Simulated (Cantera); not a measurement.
# Premixed flame

A freely propagating, adiabatic, planar premixed flame of 10.4 % CH4, 18.8 % O2, 70.8 % N2, equivalence ratio 1.1, unburnt at 548 K and 105 Torr; multicomponent+Soret transport, grid criteria slope 0.08 and curve 0.16, no radiation.

Computed with Cantera and GRI-Mech 3.0 (53 species, 325 reactions). Burning velocities carry a grid error of a few per cent, more on coarse grids.

```csv
z (mm),T (K),u (m/s),x CH4,x O2,x H2,x CH2,x NO,x HCN
-5.76,548,1.54,0.103,0.188,0.000580,<1e-8,<1e-8,<1e-8
-3.84,549,1.54,0.103,0.188,0.00208,<1e-8,<1e-8,<1e-8
-2.88,553,1.56,0.102,0.187,0.00431,<1e-8,<1e-8,<1e-8
-1.92,601,1.70,0.0979,0.184,0.00977,1.28e-8,1.10e-7,4.19e-8
-0.960,966,2.79,0.0716,0.155,0.0228,1.10e-6,1.39e-6,7.83e-7
-0.480,1371,4.02,0.0394,0.113,0.0317,2.37e-5,3.71e-6,2.41e-6
0,1745,5.19,0.0103,0.0640,0.0348,8.12e-5,8.30e-6,5.23e-6
0.480,1904,5.69,0.00108,0.0343,0.0295,2.94e-5,1.45e-5,5.29e-6
0.960,1938,5.78,6.22e-5,0.0226,0.0252,2.32e-6,1.90e-5,2.80e-6
1.92,1956,5.81,2.06e-7,0.0168,0.0242,<1e-8,2.26e-5,5.48e-7
3.84,1975,5.85,<1e-8,0.0150,0.0248,<1e-8,2.51e-5,2.52e-8
7.68,1999,5.91,<1e-8,0.0142,0.0246,<1e-8,2.90e-5,<1e-8
15.4,2037,6.00,<1e-8,0.0131,0.0236,<1e-8,3.71e-5,<1e-8
```
x: mole fraction of selected species; z is measured from the peak of heat release.

The laminar burning velocity is 154 cm/s. The thermal thickness is 1.92 mm. The peak x(H2) is 0.0350 and the peak x(CH2) is 8.13e-5. The peak x(HCN) is 5.89e-6 and the grid points comes out as 150.
